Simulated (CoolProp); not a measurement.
A single-stage vapour-compression cycle with R124: evaporating at 224.15 K (dew point), condensing at 288.15 K (bubble point), superheat 2 K, subcooling 0 K, compressor efficiency 0.85, no pressure losses. Each further row changes one setting.

The numbers come from the reference Helmholtz-energy equation of state, de Vries 1995 in CoolProp.

```
case                              cooling COP  pressure ratio  discharge temperature (K)  refrigerating effect (kJ/kg)  volumetric capacity (kJ/m³)
--------------------------------  -----------  --------------  -------------------------  ----------------------------  ---------------------------
as stated                                2.24            17.6                      307.8                           116                          134
evaporating temperature 229.15 K         2.55            13.1                      305.1                           ___                          ___
condensing temperature 283.15 K          2.51            14.9                        ___                           121                          140
subcooling 5 K                           2.34            17.6                      307.8                           121                          140
superheat 12 K                           2.26            17.6                        ___                           122                          135
compressor efficiency 0.75               1.97            17.6                      316.6                           116                          134
```

**Question.** What belongs in the gaps?

**Answer.** 
- evaporating temperature 229.15 K, refrigerating effect (kJ/kg): 119
- evaporating temperature 229.15 K, volumetric capacity (kJ/m³): 181
- condensing temperature 283.15 K, discharge temperature (K): 302.6
- superheat 12 K, discharge temperature (K): 318.9
